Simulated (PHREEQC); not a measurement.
Solution (20 °C): 0.0021 mol HF, 0.00013 mol NH4HF2, 0.00345 mol (NH4)2SiF6 and 0.0072 mol HCl per kg of water. Closed to the air; pH follows from the charge balance.

All values are PHREEQC results (ion-association model, phreeqc.dat), not measurements.

Problem. The ionic strength comes out as 0.0174 mol/kgw. What activity coefficients do NH4+, F-, HF2-, SiF6-2, Cl- get?

Solution. NH4+ 0.87, F- 0.87, HF2- 0.88, SiF6-2 0.60, Cl- 0.88.

This is a speciation only: nothing precipitates in the calculation. Examples of supersaturated solids here: Quartz (slow to form). Others may be too. Species that the database lacks are ignored. SiF6-2 is the database's only silicon fluoride.
